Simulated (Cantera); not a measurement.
## Low-pressure radical oxidation in H2/O2

A perfectly stirred reactor is fed with H2 : O2 = 0.067 : 1 (molar parts), equivalence ratio 0.034, at 0.0133 bar; it is held at 973 K, and followed from long to short residence time.

Cantera simulation using the H2/O2 subset of GRI-Mech 3.0, which has no nitrogen chemistry; the numbers are that mechanism's predictions, not measurements. Radical loss at walls, strong at low pressure, is not modelled. The temperature is held fixed by assumption; the heat of reaction is taken as removed at once.

```
τ (s)        x H2   x O2       x H       x O    x HO2   x H2O      x OH
-------  --------  -----  --------  --------  -------  ------  --------
18       0.000122  0.935   9.08e-6  0.000194  1.49e-6  0.0646  0.000134
3.5      0.000321  0.935   4.63e-5  0.000550  2.78e-6  0.0643  0.000242
0.68     0.000814  0.933  0.000233   0.00147  4.67e-6  0.0636  0.000454
0.13      0.00205  0.931   0.00113   0.00367  6.88e-6  0.0615  0.000884
0.025     0.00519  0.925   0.00467   0.00793  8.57e-6  0.0558   0.00166
0.0048     0.0139  0.918    0.0117    0.0119  8.79e-6  0.0423   0.00265
0.00093    0.0388  0.924   0.00873   0.00757  7.23e-6  0.0185   0.00242
```
x: mole fraction; the columns are a selection and need not sum to one.
